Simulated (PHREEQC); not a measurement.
**Acid rinse or clean**

A solution holds 0.078 mol/kgw HCl, 0.00023 mol/kgw CuSO4 and 0.00061 mol/kgw CuCl2, at 25 °C. Closed to the air; pH follows from the charge balance.

The numbers come from PHREEQC with the ion-association model, phreeqc.dat.

Each row changes one thing in this solution. Precipitation was switched off in this run.

| case | pH | Cu+2 (mol/kgw) | HSO4- (mol/kgw) | CuCl+ (mol/kgw) | SO4-2 (mol/kgw) | CuCl2 (mol/kgw) |
|---|---|---|---|---|---|---|
| as made | 1.19 | 0.000767 | 0.000174 | 6.94e-5 | 5.46e-5 | 1.78e-6 |
| 0.0014 mol/kgw HF added | 1.19 | 0.000767 | 0.000174 | 6.94e-5 | 5.46e-5 | 1.78e-6 |
| temperature from 25 to 15 °C | 1.19 | ___ | 0.000165 | 4.38e-5 | 6.32e-5 | 1.01e-6 |
| diluted 10-fold with water | 2.15 | ___ | 7.92e-6 | 1.23e-6 | 1.49e-5 | 4.32e-9 |
| HCl replaced by FeCl2 at the same molality | 5.41 | 0.000738 | 1.57e-8 | 9.51e-5 | 0.000110 | ___ |
| temperature from 25 to 40 °C | 1.19 | 0.000709 | 0.000187 | 0.000126 | 4.23e-5 | 3.72e-6 |

Question: Some entries are withheld; supply them.

Answer: 
- temperature from 25 to 15 °C, Cu+2 (mol/kgw): 0.000794
- diluted 10-fold with water, Cu+2 (mol/kgw): 8.26e-5
- HCl replaced by FeCl2 at the same molality, CuCl2 (mol/kgw): 3.70e-6

Species that the database lacks are ignored. Away from 25 °C the constants follow the database's enthalpies or fits; those with neither stay at their 25 °C values.
